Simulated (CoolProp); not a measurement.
Vapour-liquid equilibrium of n-decane (1) + n-dodecane (2) at 0.0216 MPa; x and y are mole fractions of (1).

Computed with CoolProp (multi-fluid Helmholtz-energy mixture model, Lemmon 2006 and Lemmon 2004; pair parameters Bell 2016).

**Question.** Give the bubble temperature and the first vapour's composition at x = 0.35, 0.45, 0.95. Is there an azeotrope?

**Answer.** x = 0.35: 414.8 K, y = 0.656; x = 0.45: 410.7 K, y = 0.749; x = 0.95: 396.2 K, y = 0.986. No azeotrope shows between x = 0.05 and 0.95.

The pair parameters rest on a limited set of measurements; away from them the model extrapolates.
